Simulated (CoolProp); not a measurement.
n-octane along the isobar 14.8 MPa: Z from the reference equation and from simpler models built on Tc = 295.6 °C, pc = 2.484 MPa, ω = 0.398; each cubic takes its own stable root.

Model: reference Helmholtz-energy equation of state, Beckmüller 2019, in CoolProp.

```csv
T (°C),phase,reference
195.65,liquid,0.7479
206.45,liquid,0.7426
217.25,liquid,0.7379
228.05,liquid,0.7340
238.85,liquid,0.7309
249.65,liquid,0.7284
260.45,liquid,0.7267
271.25,liquid,0.7257
282.05,liquid,0.7254
292.85,liquid,0.7258
303.65,supercritical,0.7269
314.45,supercritical,0.7288
325.25,supercritical,0.7314
336.05,supercritical,0.7347
346.85,supercritical,0.7387
```

Task: How far does each simpler model (Redlich-Kwong, Soave-Redlich-Kwong) lie from the reference over these 15 states: mean and median of the absolute difference, and the worst?

Result: 
- Redlich-Kwong: mean 13.0 %, median 13.3 %, worst +15.5 % at 195.65 °C and 14.8 MPa
- Soave-Redlich-Kwong: mean 12.3 %, median 12.2 %, worst +12.6 % at 346.85 °C and 14.8 MPa
